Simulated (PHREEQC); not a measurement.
Dissolve 160 mmol/kgw MnCl2 at 46 °C. Closed to the air; pH follows from the charge balance.

All values are PHREEQC results (ion-association model, wateq4f.dat), not measurements.

This is a speciation only: nothing precipitates in the calculation.

**Question.** Predict the pH.

**Answer.** pH 5.67.

**Question.** In which forms is Mn present?

**Answer.** Mn+2 77 %, MnCl+ 21 %, MnCl2 1.1 % of the Mn.

Away from 25 °C the constants follow the database's enthalpies or fits; those with neither stay at their 25 °C values.
